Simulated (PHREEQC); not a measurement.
Consider water at 20 °C with 4.6 mmol/kgw HCl, 130 mmol/kgw Li2SO4 and 150 mmol/kgw Na2SO4. Closed to the air; pH follows from the charge balance.

The numbers come from PHREEQC with the ion-association model, phreeqc.dat.

This is a speciation only: nothing precipitates in the calculation.

Question: What pH, density does the model give?

Answer: pH 3.08; density 1.030 g/cm³.

Question: In which forms is Na present?

Answer: Na+ 84 %, NaSO4- 16 % of the Na.

Complexes and solids missing from the database can't appear.
